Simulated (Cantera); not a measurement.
Source: NASA polynomial tables (part measured, part estimated), evaluated in Cantera. Values are per mole of reaction as written; species without (g) are pure solids or liquids, kept so even where they would boil at 1 bar.

3 F(g) + 3 Cl(g) + AlN ⇌ NF3(g) + AlCl3(g)

| T (K) | ΔH° (kJ) | ΔS° (J/K) | ΔG° (kJ) | log10 K |
|---|---|---|---|---|
| 300 | -1000.5 | -416.9 | -875.4 | 152.41 |
| 398 | ? | ? | ? | ? |
| 548 | -1008.5 | -436.7 | -769.2 | 73.31 |
| 698 | ? | ? | ? | ? |
| 848 | -1015.3 | -446.8 | -636.4 | 39.20 |
| 998 | -1018.0 | -449.8 | -569.2 | 29.79 |
| 1148 | ? | ? | ? | ? |
| 1298 | -1022.7 | -453.8 | -433.6 | 17.45 |
| 1448 | ? | ? | ? | ? |
| 1598 | -1026.5 | -456.5 | -297.0 | 9.71 |
| 1748 | -1028.1 | -457.5 | -228.5 | 6.83 |
| 1898 | -1029.6 | -458.3 | -159.8 | 4.40 |

Complete the blanks.


- 398, ΔH° (kJ): -1004.0
- 398, ΔS° (J/K): -427.0
- 398, ΔG° (kJ): -834.0
- 398, log10 K: 109.45
- 698, ΔH° (kJ): -1012.2
- 698, ΔS° (J/K): -442.7
- 698, ΔG° (kJ): -703.2
- 698, log10 K: 52.62
- 1148, ΔH° (kJ): -1020.5
- 1148, ΔS° (J/K): -452.0
- 1148, ΔG° (kJ): -501.5
- 1148, log10 K: 22.82
- 1448, ΔH° (kJ): -1024.7
- 1448, ΔS° (J/K): -455.3
- 1448, ΔG° (kJ): -365.4
- 1448, log10 K: 13.18
